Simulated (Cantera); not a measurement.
A closed system holds: 1 mol C2H4, 0.055 mol H2O, held at 1775 K and 10000 Pa.

These are equilibrium values from Cantera (NASA tables, ideal gas, pure condensed phases), not measurements of a reactor. Candidate condensed phases: C, C6H6, C7H8, C8H18, H2O; 110 gas species. Rates play no part.

Base state: H2 0.973, CO 0.0261, H 0.000903, C2H2 (acetylene) 0.000139, CH4 7.92e-5 (mole fractions); condensed: C(graphite).

Q: What changes in the equilibrium state with this change: temperature from 1775 K to 2975 K?

A: 
| species | before | after |
|---|---|---|
| H2 | 0.973 | 0.584 |
| H | 0.000903 | 0.353 |
| C2H2 (acetylene) | 0.000139 | 0.0338 |
| CO | 0.0261 | 0.0213 |
| C2H | 1.01e-9 | 0.00339 |
| C3 | <1e-9 | 0.00238 |
| C | <1e-9 | 0.000399 |
| C(graphite), mol | 1.94 | 1.72 |
